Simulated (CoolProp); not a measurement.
Vapour-liquid equilibrium of CH2F2 (R32) (1) + R152A (2) at 14.1 kPa; x and y are mole fractions of (1).

Model: multi-fluid Helmholtz-energy mixture model, Tillner-Roth 1997 and Outcalt 1996; pair parameters Bell 2016, in CoolProp.

Problem. Give the bubble temperature and the first vapour's composition at x = 0.275, 0.35, 0.8. Is there an azeotrope?

Solution. x = 0.275: -71.9 °C, y = 0.652; x = 0.35: -73.9 °C, y = 0.728; x = 0.8: -81.6 °C, y = 0.951. No azeotrope shows between x = 0.05 and 0.95.

The pair parameters rest on a limited set of measurements; away from them the model extrapolates.
